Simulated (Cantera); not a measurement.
An adiabatic, constant-volume homogeneous reactor starts with CH4 : CO : O2 : N2 = 1 : 0.16 : 2.31 : 6.24 (molar parts), at 1200 K and 0.270 bar.

Computed with Cantera and GRI-Mech 3.0 (53 species, 325 reactions).

Q: Predict: time of steepest temperature rise; temperature at 4.00 s; equilibrium temperature; x(CO) at 4.00 s; x(O2) at 4.00 s; x(H) at 4.00 s; x(H2O) at 4.00 s; x(H2O2) at 4.00 s.

A: 
* **time of steepest temperature rise**: 93.5 ms
* **temperature at 4.00 s**: 2790 K
* **equilibrium temperature**: 2790 K
* **x(CO) at 4.00 s**: 0.0532 (gas-phase equilibrium 0.0532)
* **x(O2) at 4.00 s**: 0.0412 (gas-phase equilibrium 0.0412)
* **x(H) at 4.00 s**: 0.0137 (gas-phase equilibrium 0.0137)
* **x(H2O) at 4.00 s**: 0.154 (gas-phase equilibrium 0.154)
* **x(H2O2) at 4.00 s**: 3.13e-7 (gas-phase equilibrium 3.13e-7)
